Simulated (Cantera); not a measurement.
## SiCl₄ + CH₄ + H₂ (silicon carbide growth)

Input: 1 mol SiCl₄, 0.01 mol CH₄, a varied amount of H₂, equilibrated at 2023 K and 1330 Pa.

Equilibrium computed with Cantera from the NASA thermochemical tables; the gas is ideal and each condensed phase is pure. Candidate condensed phases: C, C₆H₆, C₇H₈, C₈H₁₈, Si, SiC; 109 gas species. Mutual solubility and eutectic melting of coexisting phases are not modelled. The tables' values for SiCl, SiCl₃ are old estimates; treat these amounts as uncertain. Gases not in the tables: Si₂H₆ and higher silanes. The numbers say what is thermodynamically allowed, not how fast it happens.

| n(H₂) (mol) | log p H₂ | log p HCl | log p SiCl₂ | log p H | log p Cl | log p Si | n SiC(s) | n Si(l) |
|---|---|---|---|---|---|---|---|---|
| 3.8 | -2.20 | -2.34 | -2.66 | -3.82 | -4.09 | -4.79 | 0.00954 | 0 |
| 6.1 | -2.09 | -2.48 | -2.81 | -3.76 | -4.29 | -4.55 | 0.00932 | 0 |
| 9.6 | -2.02 | -2.62 | -2.98 | -3.73 | -4.47 | -4.36 | 0.00873 | 0 |
| 15 | -1.97 | -2.76 | -3.18 | -3.71 | -4.63 | -4.24 | 0.00766 | 0.0236 |
| 24 | -1.94 | -2.89 | -3.46 | -3.69 | -4.77 | -4.24 | 0.00642 | 0.142 |
| 38 | -1.92 | -3.03 | -3.76 | -3.68 | -4.91 | -4.24 | 0.00448 | 0.222 |
| 60 | -1.91 | -3.18 | -4.08 | -3.68 | -5.07 | -4.24 | 0.00143 | 0.243 |
| 95 | -1.90 | -3.34 | -4.42 | -3.67 | -5.24 | -4.24 | 0 | 0.180 |
| 150 | -1.90 | -3.52 | -4.77 | -3.67 | -5.42 | -4.25 | 0 | 0 |
| 240 | -1.89 | -3.69 | -5.27 | -3.67 | -5.60 | -4.39 | 0 | 0 |
log p: log10 of the partial pressure in bar; n: condensed amount in mol.

From 3.8 mol H₂ to 9.6 mol H₂ the condensed part is SiC(s). From 15 mol H₂ to 60 mol H₂ the condensed part is Si(l) + SiC(s). At 95 mol H₂ the condensed part is Si(l). From 150 mol H₂ to 240 mol H₂ nothing is condensed. The main Si-bearing gas is SiCl₂ at 3.8 mol H₂ and Si at 240 mol H₂.
